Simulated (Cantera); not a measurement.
Input: 1 mol SiH4, 1.6 mol NH3, 1.1 mol N2, held at 0.133 bar.

Cantera equilibrium calculation (NASA polynomials, part measured and part estimated; ideal gas, pure solids and liquids). Candidate condensed phases: Si, Si3N4; 18 gas species. The tables' values for SiN are old estimates; treat these amounts as uncertain. Gases not in the tables: Si2H6 and higher silanes. Kinetics and transport are ignored.

x: gas mole fraction; n: condensed amount in mol.

```tsv
T (°C)	x H2	x N2	x H	x Si	n Si3N4(s)	n Si(l)
975	0.781	0.219	1.13e-6	<1e-12	0.333	0
1075	0.781	0.219	(withheld)	(withheld)	0.333	0
1175	0.781	0.219	2.23e-5	1.49e-10	0.333	0
1275	0.781	0.219	7.45e-5	6.06e-9	0.333	0
1375	0.781	0.219	0.000216	1.56e-7	0.333	0
1475	0.781	0.219	(withheld)	(withheld)	0.333	0
1575	0.780	0.219	0.00128	3.52e-5	0.333	0
1675	0.696	0.301	0.00258	0.000174	0	0.998
1775	0.693	0.301	0.00511	0.000567	0	0.994
```

Problem. Complete the blanks.

Solution. 
- 1075, x H: 5.60e-6
- 1075, x Si: 2.11e-12
- 1475, x H: 0.000553
- 1475, x Si: 2.74e-6
